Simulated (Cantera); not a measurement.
An isothermal, constant-pressure homogeneous reactor starts with CH4 : H2O = 0.64 : 1.6 (molar parts), at 1375 K and 3750 Torr.

Detailed kinetics in Cantera: GRI-Mech 3.0 (53 species, 325 reactions).

Question: Predict: x(CH4) at 3.00 s; x(H2O) at 3.00 s; x(CH2O) at 3.00 s; x(CH2CO) at 3.00 s.

Answer: 
| Quantity | Result |
|---|---|
| x(CH4) at 3.00 s | 0.167 (gas-phase equilibrium 6.66e-5) |
| x(H2O) at 3.00 s | 0.642 (gas-phase equilibrium 0.242) |
| x(CH2O) at 3.00 s | 1.22e-6 (gas-phase equilibrium 1.98e-7) |
| x(CH2CO) at 3.00 s | 1.50e-5 (gas-phase equilibrium 1.10e-10) |
